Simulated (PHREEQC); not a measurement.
## Reverse-osmosis permeate (model solution)

Model water analysis in mg/kgw, 28 °C, pH 6.39, pe 10.7: Na 1.89; K 2.04; Ca 7.46; Mg 1.14; Cl 7.3; S(6) as SO4 8.26; Alkalinity as HCO3 13.9; Pb 0.872; Ba 0.0244; B 0.0137.

Valence states are taken as typed.

Equilibrium calculation in PHREEQC: ion-association model, phreeqc.dat.

Each row changes one thing in this solution. This is a speciation only: nothing precipitates in the calculation.

```json
[
 {"case": "as made", "HCO3- (mol/kgw)": "0.000225", "CO2 (mol/kgw)": "0.000192", "SO4-2 (mol/kgw)": "8.30e-5", "Pb+2 (mol/kgw)": "2.56e-6", "CaSO4 (mol/kgw)": "2.11e-6", "PbCO3 (mol/kgw)": "1.03e-6", "SI of Pb(OH)2 (Pb(OH)2)": "-0.92", "SI of Anglesite (PbSO4)": "-2.02"},
 {"case": "pH from 6.39 to 6.09 at the same alkalinity", "HCO3- (mol/kgw)": "0.000226", "CO2 (mol/kgw)": "0.000386", "SO4-2 (mol/kgw)": "8.30e-5", "Pb+2 (mol/kgw)": "2.96e-6", "CaSO4 (mol/kgw)": "2.11e-6", "PbCO3 (mol/kgw)": "5.99e-7", "SI of Pb(OH)2 (Pb(OH)2)": "-1.46", "SI of Anglesite (PbSO4)": "-1.96"},
 {"case": "K from 2.04 to 6.12 mg/kgw", "HCO3- (mol/kgw)": "0.000225", "CO2 (mol/kgw)": "0.000192", "SO4-2 (mol/kgw)": "8.29e-5", "Pb+2 (mol/kgw)": "2.56e-6", "CaSO4 (mol/kgw)": "2.09e-6", "PbCO3 (mol/kgw)": "1.03e-6", "SI of Pb(OH)2 (Pb(OH)2)": "-0.92", "SI of Anglesite (PbSO4)": "-2.02"},
 {"case": "Ba from 0.0244 to 0.0122 mg/kgw", "HCO3- (mol/kgw)": "0.000225", "CO2 (mol/kgw)": "0.000192", "SO4-2 (mol/kgw)": "8.30e-5", "Pb+2 (mol/kgw)": "2.56e-6", "CaSO4 (mol/kgw)": "2.11e-6", "PbCO3 (mol/kgw)": "1.03e-6", "SI of Pb(OH)2 (Pb(OH)2)": "-0.92", "SI of Anglesite (PbSO4)": "-2.02"},
 {"case": "all concentrations times 3 at the same typed pH", "HCO3- (mol/kgw)": "0.000666", "CO2 (mol/kgw)": "0.000557", "SO4-2 (mol/kgw)": "0.000237", "Pb+2 (mol/kgw)": "4.81e-6", "CaSO4 (mol/kgw)": "1.49e-5", "PbCO3 (mol/kgw)": "5.11e-6", "SI of Pb(OH)2 (Pb(OH)2)": "-0.69", "SI of Anglesite (PbSO4)": "-1.37"}
]
```

Some of these states are supersaturated (in Cerussite, for instance).
